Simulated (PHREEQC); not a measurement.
Consider water at 20 °C with 0.0027 mol/kgw HCl, 8.3e-05 mol/kgw Li2SO4 and 0.0013 mol/kgw Fe2(SO4)3. Closed to the air; pH follows from the charge balance.

Model: ion-association model, phreeqc.dat, run in PHREEQC.

Precipitation was switched off in this run.

Question: Estimate the pH, ionic strength.

Answer: pH 2.58; ionic strength 0.00979 mol/kgw.

Question: In which forms is S present?

Answer: FeSO4+ 45 %, SO4-2 45 %, HSO4- 7.6 %, Fe(SO4)2- 2.3 % of the S.

Examples of supersaturated solids here: Hematite (slow to form), Goethite (slow to form). Others may be too. Species that the database lacks are ignored.
